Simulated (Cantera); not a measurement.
Feed: 1 mol B2O3, 0.086 mol H2O, held at 2052 °C and 13.3 mbar.

Method: chemical equilibrium by Gibbs-energy minimisation in Cantera with the NASA 1993 tables (ideal gas, pure condensed phases). Candidate condensed phases: B, B2O3, B3O3H3, H2O; 23 gas species. Equilibrium is a limit: real reactors are often held back by kinetics, nucleation or transport.

Base state: B2O3 0.776, HBO2 0.130, BO2 0.0443, BO 0.0315, H 0.00535, H2O 0.00356, H2 0.00315, HBO 0.00169 (mole fractions); condensed: gas only.

Question: What changes in the equilibrium state with this change: H2O from 0.086 to 1.2 mol?

Answer: 
```json
[
 {"species": "HBO2", "before": "0.130", "after": "0.470"},
 {"species": "H2O", "before": "0.00356", "after": "0.216"},
 {"species": "B2O3", "before": "0.776", "after": "0.166"},
 {"species": "O2", "before": "0.000546", "after": "0.0110"},
 {"species": "OH", "before": "0.00101", "after": "0.0166"},
 {"species": "H2", "before": "0.00315", "after": "0.0426"},
 {"species": "BO", "before": "0.0315", "after": "0.00689"},
 {"species": "H", "before": "0.00535", "after": "0.0197"},
 {"species": "BO2", "before": "0.0443", "after": "0.0435"},
 {"species": "B2O2", "before": "0.00162", "after": "7.75e-5"},
 {"species": "O", "before": "0.00116", "after": "0.00522"},
 {"species": "HBO", "before": "0.00169", "after": "0.00136"}
]
```

Question: What changes in the equilibrium state with this change: H2O from 0.086 to 0.073 mol?

Answer: 
```
species   before     after
-------  -------  --------
B2O3       0.776     0.795
HBO2       0.130     0.113
BO2       0.0443    0.0438
BO        0.0315    0.0327
H2O      0.00356   0.00262
H2       0.00315   0.00244
OH       0.00101  0.000844
H        0.00535   0.00470
```
